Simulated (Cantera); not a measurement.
**Thermodynamics of silicon nitride deposition, feed trisilylamine + NH3 + H2**

Feed: 1 mol trisilylamine, 44 mol NH3, 2.9 mol H2.

Equilibrium computed with Cantera from the NASA thermochemical tables; the gas is ideal and each condensed phase is pure. Candidate condensed phases: Si, Si3N4; 18 gas species. The feed counts by its element totals alone. Mutual solubility and eutectic melting of coexisting phases are not modelled. Rates play no part.

Stable condensed phases:

```
T in K \ P in Pa
              5     21     85    350   1400   5900  24000 100000
   1900       A      A      B      B      B      B      C      C
   1800       A      B      B      B      B      C      C      C
   1700       B      B      B      B      C      C      C      C
   1600       B      B      B      C      C      C      C      C
   1500       B      D      C      C      C      C      C      C
   1400       C      C      C      C      C      C      C      C
   1300       C      C      C      C      C      C      C      C
   1200       C      C      C      C      C      C      C      C
   1100       C      C      C      C      C      C      C      C
   1000       C      C      C      C      C      C      C      C
```

A: gas only; B: Si; C: Si3N4; D: Si + Si3N4.
